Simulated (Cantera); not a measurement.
An isothermal, constant-pressure homogeneous reactor starts with NH3 : N2 = 1 : 21 (molar parts), at 1848 K and 0.132 atm. Integrator tolerance rtol = 1e-08.

Model: the gas-phase N/H chemistry of the illustrative SiF4/NH3 mechanism in the Surface Chemkin manual (1991), integrated in Cantera. Walls and surfaces, which speed up NH3 decomposition in real reactors, are not modelled.

Task: What does this change do: temperature 1848 to 1550 K?

Result: 
```json
[
 {"quantity": "x(NH3) at 200 s", "before": "3.69e-7 (gas-phase equilibrium 5.62e-8)", "after": "0.00396 (gas-phase equilibrium 1.13e-7)"},
 {"quantity": "x(NH2) at 200 s", "before": "5.79e-9 (gas-phase equilibrium 8.82e-10)", "after": "2.49e-6 (gas-phase equilibrium 8.85e-11)"},
 {"quantity": "x(NH) at 200 s", "before": "1.45e-9 (gas-phase equilibrium 2.21e-10)", "after": "5.68e-8 (gas-phase equilibrium 2.54e-12)"},
 {"quantity": "x(H) at 200 s", "before": "0.000373 (gas-phase equilibrium 0.000373)", "after": "1.63e-5 (gas-phase equilibrium 2.22e-5)"},
 {"quantity": "x(N2) at 200 s", "before": "0.935 (gas-phase equilibrium 0.935)", "after": "0.936 (gas-phase equilibrium 0.935)"},
 {"quantity": "x(N2H4) at 200 s", "before": "<1e-12 (gas-phase equilibrium <1e-12)", "after": "4.52e-11 (gas-phase equilibrium <1e-12)"},
 {"quantity": "x(H2) at 200 s", "before": "0.0650 (gas-phase equilibrium 0.0650)", "after": "0.0595 (gas-phase equilibrium 0.0652)"}
]
```

Task: What does this change do: temperature 1848 to 1200 K?

Result: 
```tsv
quantity	before	after
x(NH3) at 200 s	3.69e-7 (gas-phase equilibrium 5.62e-8)	0.0452 (gas-phase equilibrium 4.02e-7)
x(NH2) at 200 s	5.79e-9 (gas-phase equilibrium 8.82e-10)	8.64e-7 (gas-phase equilibrium 1.36e-12)
x(NH) at 200 s	1.45e-9 (gas-phase equilibrium 2.21e-10)	1.37e-9 (gas-phase equilibrium <1e-12)
x(H) at 200 s	0.000373 (gas-phase equilibrium 0.000373)	4.52e-9 (gas-phase equilibrium 1.39e-7)
x(N2) at 200 s	0.935 (gas-phase equilibrium 0.935)	0.954 (gas-phase equilibrium 0.935)
x(N2H4) at 200 s	<1e-12 (gas-phase equilibrium <1e-12)	2.96e-9 (gas-phase equilibrium <1e-12)
x(H2) at 200 s	0.0650 (gas-phase equilibrium 0.0650)	0.000368 (gas-phase equilibrium 0.0652)
```

Task: What does this change do: temperature 1848 to 1500 K?

Result: 
```csv
quantity,before,after
x(NH3) at 200 s,3.69e-7 (gas-phase equilibrium 5.62e-8),0.0112 (gas-phase equilibrium 1.31e-7)
x(NH2) at 200 s,5.79e-9 (gas-phase equilibrium 8.82e-10),3.91e-6 (gas-phase equilibrium 5.50e-11)
x(NH) at 200 s,1.45e-9 (gas-phase equilibrium 2.21e-10),5.85e-8 (gas-phase equilibrium 1.01e-12)
x(H) at 200 s,0.000373 (gas-phase equilibrium 0.000373),7.80e-6 (gas-phase equilibrium 1.24e-5)
x(N2) at 200 s,0.935 (gas-phase equilibrium 0.935),0.940 (gas-phase equilibrium 0.935)
x(N2H4) at 200 s,<1e-12 (gas-phase equilibrium <1e-12),2.28e-10 (gas-phase equilibrium <1e-12)
x(H2) at 200 s,0.0650 (gas-phase equilibrium 0.0650),0.0492 (gas-phase equilibrium 0.0652)
```
